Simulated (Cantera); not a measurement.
**Adiabatic ignition**

An adiabatic, constant-pressure homogeneous reactor starts with 8.98 % CH4, 1.98 % CO, 9.43 % O2, 79.6 % N2, equivalence ratio 2.0, at 1500 K and 1.01 bar.

Detailed kinetics in Cantera: GRI-Mech 3.0 (53 species, 325 reactions).

| t (s) | T (K) | x CH4 | x CO | x O2 | x H2O2 | x HCO | x C2H2 | x N2O |
|---|---|---|---|---|---|---|---|---|
| 3.00e-6 | 1500 | 0.0898 | 0.0198 | 0.0943 | 8.01e-10 | <1e-12 | <1e-12 | <1e-12 |
| 7.00e-6 | 1500 | 0.0898 | 0.0198 | 0.0943 | 3.50e-9 | 1.19e-12 | <1e-12 | <1e-12 |
| 1.63e-5 | 1500 | 0.0898 | 0.0198 | 0.0943 | 1.22e-8 | 2.38e-12 | <1e-12 | 2.27e-12 |
| 3.82e-5 | 1500 | 0.0898 | 0.0198 | 0.0943 | 3.08e-8 | 6.42e-12 | <1e-12 | 1.00e-11 |
| 8.91e-5 | 1500 | 0.0898 | 0.0198 | 0.0943 | 5.39e-8 | 2.98e-11 | 3.44e-12 | 4.05e-11 |
| 0.000208 | 1500 | 0.0898 | 0.0198 | 0.0943 | 6.21e-8 | 2.58e-10 | 1.64e-10 | 1.32e-10 |
| 0.000486 | 1500 | 0.0896 | 0.0198 | 0.0942 | 7.87e-8 | 2.76e-9 | 8.09e-9 | 3.75e-10 |
| 0.00113 | 1503 | 0.0887 | 0.0198 | 0.0937 | 2.12e-7 | 2.31e-8 | 3.10e-7 | 1.47e-9 |
| 0.00265 | 1539 | 0.0799 | 0.0222 | 0.0881 | 1.30e-6 | 4.41e-7 | 2.83e-5 | 1.25e-8 |
| 0.00618 | 2176 | 0.000165 | 0.0853 | 5.15e-7 | 1.54e-10 | 4.89e-8 | 0.000406 | 1.22e-8 |
| 0.0144 | 2173 | 2.07e-7 | 0.0865 | 6.16e-7 | 1.81e-10 | 2.95e-8 | 3.92e-7 | 1.04e-8 |
| 0.0337 | 2173 | 1.67e-11 | 0.0865 | 6.91e-7 | 2.01e-10 | 3.11e-8 | <1e-12 | 5.27e-9 |
| 0.0786 | 2173 | 1.32e-11 | 0.0865 | 6.94e-7 | 2.02e-10 | 3.11e-8 | <1e-12 | 2.51e-9 |
| 0.183 | 2173 | 1.23e-11 | 0.0865 | 6.96e-7 | 2.02e-10 | 3.11e-8 | <1e-12 | 1.44e-9 |
| 0.428 | 2174 | 1.21e-11 | 0.0865 | 6.97e-7 | 2.03e-10 | 3.11e-8 | <1e-12 | 1.17e-9 |
| 1.00 | 2174 | 1.21e-11 | 0.0865 | 6.98e-7 | 2.03e-10 | 3.11e-8 | <1e-12 | 1.13e-9 |
x: mole fraction; the columns are a selection and need not sum to one.

The time of steepest temperature rise is 3.38 ms and the temperature at 1.00 s is 2174 K. The equilibrium temperature is 2174 K, the x(CH4) at 1.00 s is 1.21e-11 (gas-phase equilibrium 1.36e-11) and the x(CO) at 1.00 s comes out as 0.0865 (gas-phase equilibrium 0.0865). The x(O2) at 1.00 s is 6.98e-7 (gas-phase equilibrium 6.98e-7).
